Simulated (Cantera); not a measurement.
Mixture: CH4 : O2 : N2 : CO2 = 1 : 2 : 7.52 : 0.37 (molar parts), equivalence ratio 1.0, at 730000 Pa, adiabatic and at constant volume. Ignition delay is the time to a rise of 400 K.

Detailed kinetics in Cantera: GRI-Mech 3.0 (53 species, 325 reactions).

### Question
Predict: delay at 1075 K; delay at 1175 K; delay at 1275 K; delay at 1375 K; delay at 1475 K; delay at 1575 K; delay at 1675 K; apparent activation energy between 1475 and 1675 K.

### Answer
```
Item                                                     Value
--------------------------------------------------  ----------
delay at 1075 K                                        36.3 ms
delay at 1175 K                                        9.20 ms
delay at 1275 K                                        2.68 ms
delay at 1375 K                                       0.872 ms
delay at 1475 K                                       0.310 ms
delay at 1575 K                                       0.120 ms
delay at 1675 K                                        50.9 µs
apparent activation energy between 1475 and 1675 K  190 kJ/mol
```
